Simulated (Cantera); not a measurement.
An adiabatic, constant-volume homogeneous reactor starts with 15.9 % H2, 17.6 % O2, 66.5 % N2, at 1650 K and 450000 Pa.

Cantera simulation using the H2/O2 subset of GRI-Mech 3.0, which has no nitrogen chemistry; the numbers are that mechanism's predictions, not measurements. The hydrogen kinetics of GRI-Mech 3.0 are dated; newer H2 mechanisms differ, most at raised pressure.

Question: Predict: time of steepest temperature rise; temperature at 3.00 s; equilibrium temperature; x(H2) at 3.00 s; x(O2) at 3.00 s; x(O) at 3.00 s; x(H2O2) at 3.00 s; x(H2O) at 3.00 s; x(OH) at 3.00 s; x(HO2) at 3.00 s.

Answer: 
```
Property                                                            Result
---------------------------------  ---------------------------------------
time of steepest temperature rise                                  2.13 µs
temperature at 3.00 s                                               2797 K
equilibrium temperature                                             2797 K
x(H2) at 3.00 s                    0.00402 (gas-phase equilibrium 0.00402)
x(O2) at 3.00 s                      0.0982 (gas-phase equilibrium 0.0982)
x(O) at 3.00 s                     0.00633 (gas-phase equilibrium 0.00633)
x(H2O2) at 3.00 s                  1.62e-6 (gas-phase equilibrium 1.62e-6)
x(H2O) at 3.00 s                       0.155 (gas-phase equilibrium 0.155)
x(OH) at 3.00 s                      0.0209 (gas-phase equilibrium 0.0209)
x(HO2) at 3.00 s                   3.28e-5 (gas-phase equilibrium 3.28e-5)
```
